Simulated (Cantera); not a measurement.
A closed system holds: 1 mol SiF₄, 0.07 mol O₃, 13 mol H₂, equilibrated at 1348.15 K and 44.0 mbar.

These are equilibrium values from Cantera (NASA tables, ideal gas, pure condensed phases), not measurements of a reactor. Candidate condensed phases: H₂O, Si, SiO₂; 38 gas species. The tables' values for SiF₃ are old estimates; treat these amounts as uncertain. The tables hold silica as quartz up to 1696 K and as liquid above; real silica turns to tridymite and cristobalite and melts near 1996 K. The numbers say what is thermodynamically allowed, not how fast it happens.

Base state: H₂ 0.906, SiF₄ 0.0630, HF 0.0298, SiF₃ 0.000324, H₂O 0.000293, SiHF₃ 0.000279, H 1.05e-5 (mole fractions); condensed: SiO₂(β-quartz).

Question: What changes in the equilibrium state with this change: O₃ from 0.07 to 4.9 mol?

Answer: 
```
species                before    after
-------------------  --------  -------
H₂O                  0.000293    0.694
HF                     0.0298    0.252
O₂                      <1e-9   0.0536
H₂                      0.906  2.83e-6
SiF₄                   0.0630  5.77e-5
SiF₃                 0.000324    <1e-9
SiHF₃                0.000279    <1e-9
SiO₂(β-quartz), mol     0.103    0.999
```
Gases not in the tables: Si(OH)₄.

Question: What changes in the equilibrium state with this change: H₂ from 13 to 1.1 mol?

Answer: 
```
species                before     after
-------------------  --------  --------
SiF₄                   0.0630     0.409
H₂                      0.906     0.404
HF                     0.0298     0.183
H₂O                  0.000293   0.00433
SiHF₃                0.000279  0.000132
H                     1.05e-5   7.03e-6
SiO₂(β-quartz), mol     0.103     0.100
```

Question: What changes in the equilibrium state with this change: H₂ from 13 to 0.34 mol?

Answer: 
```csv
species,before,after
SiF₄,0.0630,0.626
HF,0.0298,0.276
H₂,0.906,0.0902
H₂O,0.000293,0.00799
SiHF₃,0.000279,2.98e-5
H,1.05e-5,3.32e-6
SiF₃,0.000324,0.000110
"SiO₂(β-quartz), mol",0.103,0.0993
```
